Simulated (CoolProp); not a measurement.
A closed Brayton cycle with nitrogen: compressor inlet 312.15 K and 7.5 MPa, high pressure 21.1 MPa, turbine inlet 680 K, compressor efficiency 0.85, turbine efficiency 0.85, recuperator effectiveness 0 (on enthalpy, no pinch check). Each further row changes one setting.

Computed with CoolProp (reference Helmholtz-energy equation of state, Span 2000).

| case | thermal efficiency (%) | net work (kJ/kg) | compressor to turbine work | compressor exit (K) | turbine exit (K) |
|---|---|---|---|---|---|
| as stated | 9.4 | 25.5 | 0.84 | 440.2 | 535.7 |
| turbine inlet 630 K | 6.2 | 13.4 | 0.91 | 440.2 | 494.9 |
| compressor inlet 322.15 K | 8.1 | 20.8 | 0.87 | 454.2 | 535.7 |
| high pressure 17.9 MPa | 9.3 | 27.6 | 0.80 | 417.2 | 556.2 |
| recuperator effectiveness 0.5 | 11.6 | 25.5 | 0.84 | 440.2 | 535.7 |
